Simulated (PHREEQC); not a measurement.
Consider water at 25 °C with 0.48 mol NiCl2, 0.13 mol Na2SO4 and 0.029 mol CuSO4 per kg of water. Closed to the air; pH follows from the charge balance.

The numbers come from PHREEQC with the ion-association model, wateq4f.dat.

Precipitation was switched off in this run.

### Question
Predict the pH, ionic strength.

### Answer
pH 4.95; ionic strength 1.05 mol/kgw.

### Question
In which forms is Na present?

### Answer
Na+ 96 %, NaSO4- 4.0 % of the Na.

Saturation is exceeded, for instance for Atacamite, Antlerite; the values hold only as long as no solid forms. Ionic strength above about 0.7 mol/kgw puts this run outside the model's range.
